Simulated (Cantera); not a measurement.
A closed system holds: 1 mol MgO, 7 mol C, 0.89 mol CO, held at 1.00 Torr.

Method: chemical equilibrium by Gibbs-energy minimisation in Cantera with the NASA 1993 tables (ideal gas, pure condensed phases). Candidate condensed phases: C, Mg, MgCO3, MgO; 15 gas species. Equilibrium is a limit: real reactors are often held back by kinetics, nucleation or transport. All values below are at 1027 °C.

Base state: CO 1.000, Mg 0.000154 (mole fractions); condensed: C(graphite) + MgO(s).

What changes in the equilibrium state with this change: 0.002 mol H2O added?


| species | before | after |
|---|---|---|
| CO | 1.000 | 0.998 |
| H2 | 0 | 0.00224 |
| Mg | 0.000154 | 0.000155 |
| C(graphite), mol | 7.00 | 7.00 |
| MgO(s), mol | 1.000 | 1.000 |
Further candidate phases: C6H6, C7H8, C8H18, H2O, Mg(OH)2.

What changes in the equilibrium state with this change: MgO replaced by SiO2?


| species | before | after |
|---|---|---|
| CO | 1.000 | 1.000 |
| SiO | 0 | 0.000130 |
| Mg | 0.000154 | 0 |
| C(graphite), mol | 7.00 | 7.00 |
| MgO(s), mol | 1.000 | 0 |
| SiO2(β-quartz), mol | 0 | 1.000 |
The tables hold silica as quartz up to 1696 K and as liquid above; real silica turns to tridymite and cristobalite and melts near 1996 K. Further candidate phases: Si, SiC, SiO2.
